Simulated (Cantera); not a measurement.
A perfectly stirred reactor is fed with NH₃ : H₂ = 1 : 0.64 (molar parts), at 82.5 Torr; it is held at 1600 K, and followed from long to short residence time.

Model: the gas-phase N/H chemistry of the illustrative SiF4/NH3 mechanism in the Surface Chemkin manual (1991), integrated in Cantera. Walls and surfaces, which speed up NH3 decomposition in real reactors, are not modelled.

Problem. What does this change do: temperature 1600 to 1350 K?

Solution. 
| quantity | before | after |
|---|---|---|
| x(NH₃) at τ = 5.80 s | 0.521 | 0.609 |
| x(H₂) at τ = 5.80 s | 0.451 | 0.391 |
| x(N₂) at τ = 5.80 s | 0.0276 | 0.000239 |
| x(H) at τ = 5.80 s | 3.12e-5 | 2.84e-6 |
| x(N) at τ = 5.80 s | 1.37e-8 | 1.39e-10 |
| x(NH₃) at τ = 22.0 ms | 0.609 | 0.610 |
| x(H₂) at τ = 22.0 ms | 0.390 | 0.390 |
| x(N₂) at τ = 22.0 ms | 5.63e-5 | 3.66e-9 |
| x(H) at τ = 22.0 ms | 1.80e-5 | 1.98e-7 |
| x(N) at τ = 22.0 ms | 4.83e-9 | <1e-12 |
